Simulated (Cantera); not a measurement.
**Silicon carbide growth: SiH2Cl2 + C3H8 + H2**

A closed system holds: 1 mol SiH2Cl2, 0.23 mol C3H8, 100 mol H2, equilibrated at 290 Pa.

These are equilibrium values from Cantera (NASA tables, ideal gas, pure condensed phases), not measurements of a reactor. Candidate condensed phases: C, C6H6, C7H8, C8H18, Si, SiC; 109 gas species. Mutual solubility and eutectic melting of coexisting phases are not modelled. The tables' values for SiCl, SiCl3 are old estimates; treat these amounts as uncertain. Gases not in the tables: Si2H6 and higher silanes. Rates play no part.

From 1123 K to 1573 K the condensed part is Si(s) + SiC(s). At 1723 K the condensed part is Si(l) + SiC(s). From 1873 K to 2023 K the condensed part is SiC(s). At 2173 K the condensed part is C(graphite). From 2323 K to 2623 K nothing is condensed. The main Si-bearing gas is SiCl2 at 1123 K and Si at 2623 K.

| T (K) | x H2 | x H | x HCl | x Si | x Cl | x C2H2 (acetylene) | x SiCl2 | n Si(s) | n SiC(s) | n Si(l) | n C(graphite) |
|---|---|---|---|---|---|---|---|---|---|---|---|
| 1123 | 0.981 | 7.83e-7 | 0.0177 | 2.22e-11 | 1.26e-8 | <1e-12 | 0.000675 | 0.229 | 0.690 | 0 | 0 |
| 1273 | 0.981 | 1.31e-5 | 0.0177 | 6.22e-9 | 2.01e-7 | 2.40e-12 | 0.000828 | 0.223 | 0.690 | 0 | 0 |
| 1423 | 0.981 | 0.000122 | 0.0175 | 5.27e-7 | 1.79e-6 | 9.49e-11 | 0.000943 | 0.212 | 0.690 | 0 | 0 |
| 1573 | 0.981 | 0.000748 | 0.0173 | 1.90e-5 | 1.05e-5 | 1.85e-9 | 0.00104 | 0.200 | 0.690 | 0 | 0 |
| 1723 | 0.978 | 0.00335 | 0.0172 | 0.000339 | 4.56e-5 | 2.46e-8 | 0.00105 | 0 | 0.690 | 0.157 | 0 |
| 1873 | 0.967 | 0.0118 | 0.0178 | 0.00206 | 0.000164 | 7.23e-7 | 0.000620 | 0 | 0.687 | 0 | 0 |
| 2023 | 0.944 | 0.0343 | 0.0182 | 0.00285 | 0.000491 | 0.000142 | 0.000119 | 0 | 0.646 | 0 | 0 |
| 2173 | 0.887 | 0.0844 | 0.0170 | 0.00756 | 0.00118 | 0.00196 | 5.04e-5 | 0 | 0 | 0 | 0.0863 |
| 2323 | 0.792 | 0.180 | 0.0150 | 0.00772 | 0.00245 | 0.00226 | 9.55e-6 | 0 | 0 | 0 | 0 |
| 2473 | 0.642 | 0.332 | 0.0117 | 0.00728 | 0.00428 | 0.00205 | 1.75e-6 | 0 | 0 | 0 | 0 |
| 2623 | 0.451 | 0.525 | 0.00778 | 0.00652 | 0.00633 | 0.00157 | 2.98e-7 | 0 | 0 | 0 | 0 |
x: gas mole fraction; n: condensed amount in mol.
